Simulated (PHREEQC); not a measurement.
Solution (25 °C): 0.0089 mol ZnBr2, 0.00027 mol NaBr, 0.00025 mol Mg(NO3)2 and 0.0073 mol KCl per kg of water. Closed to the air; pH follows from the charge balance.

Equilibrium calculation in PHREEQC: ion-association model, phreeqc.dat.

No solid was allowed to form.

### Question
Predict the pH.

### Answer
pH 5.61.

### Question
In which forms is Cl present?

### Answer
Cl- 99 %, ZnCl+ 1.2 % of the Cl.
